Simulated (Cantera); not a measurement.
**Premixed flame**

A freely propagating, adiabatic, planar premixed flame of 21.4 % H2, 13.5 % O2, 62.1 % N2, 2.99 % H2O, unburnt at 723 K and 100.0 Torr; mixture-averaged transport, grid criteria slope 0.08 and curve 0.16, no radiation.

Detailed kinetics in Cantera: the H2/O2 subset of GRI-Mech 3.0, which has no nitrogen chemistry. Burning velocities carry a grid error of a few per cent, more on coarse grids.

```tsv
z (mm)	T (K)	u (m/s)	x H2	x O2	x H2O	x O	x H	x HO2
-24.0	723	6.96	0.214	0.135	0.0299	<1e-8	<1e-8	<1e-8
-16.0	723	6.96	0.214	0.135	0.0299	<1e-8	<1e-8	<1e-8
-12.0	723	6.96	0.214	0.135	0.0299	<1e-8	<1e-8	<1e-8
-8.01	723	6.96	0.214	0.135	0.0299	<1e-8	2.32e-7	2.97e-7
-4.00	726	6.99	0.213	0.135	0.0302	1.07e-5	0.000252	3.47e-5
-2.00	794	7.59	0.198	0.132	0.0381	0.000321	0.00563	2.99e-5
0	1092	10.2	0.0971	0.0952	0.114	0.00644	0.0452	1.52e-5
2.00	1337	12.3	0.0309	0.0539	0.186	0.0140	0.0594	7.24e-6
4.00	1450	13.3	0.0277	0.0488	0.196	0.0144	0.0508	5.61e-6
8.01	1579	14.3	0.0273	0.0457	0.204	0.0132	0.0394	4.38e-6
16.0	1716	15.4	0.0254	0.0426	0.213	0.0113	0.0281	3.34e-6
32.0	1853	16.5	0.0219	0.0395	0.224	0.00875	0.0182	2.47e-6
64.1	1978	17.4	0.0171	0.0367	0.236	0.00612	0.0103	1.78e-6
```
x: mole fraction of selected species; z is measured from the peak of heat release.

```
Property                    Result
------------------------  --------
laminar burning velocity  696 cm/s
thermal thickness          8.01 mm
peak x(O)                   0.0145
peak x(H)                   0.0606
peak x(HO2)                3.56e-5
grid points                    130
```
